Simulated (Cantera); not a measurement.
# Stirred combustor or abatement burner

A perfectly stirred reactor is fed with 19.0 % CO, 22.7 % H2, 12.3 % O2, 46.0 % N2, equivalence ratio 1.7, at 3.60 bar; it is adiabatic with a 375 K inlet, and is followed from long to short residence time, starting on the burning branch (τ in s: 0.24, 0.083, 0.029, 0.01, 0.0035, 0.0012, 0.00042, 0.00015, 5.2e-05).

Cantera simulation using GRI-Mech 3.0 (53 species, 325 reactions); the numbers are that mechanism's predictions, not measurements. The hydrogen kinetics of GRI-Mech 3.0 are dated; newer H2 mechanisms differ, most at raised pressure.

```
τ (s)    T (K)   x CO    x H2      x O2    x NO2      x OH
-------  -----  -----  ------  --------  -------  --------
0.24      2260  0.135  0.0603   1.80e-5  1.06e-9  0.000579
0.083     2258  0.135  0.0603   3.30e-5  1.11e-9  0.000681
0.029     2254  0.135  0.0603   6.59e-5  1.21e-9  0.000905
0.010     2245  0.135  0.0602  0.000136  1.41e-9   0.00134
0.0035    2228  0.134  0.0601  0.000286  1.75e-9   0.00204
0.0012    2200  0.134  0.0601  0.000618  2.27e-9   0.00313
0.00042   2154  0.134  0.0601   0.00131  3.00e-9   0.00457
0.00015   2080  0.133  0.0604   0.00266  3.96e-9   0.00617
5.2e-5    1966  0.133  0.0609   0.00521  4.94e-9   0.00748
```
x: mole fraction; the columns are a selection and need not sum to one.
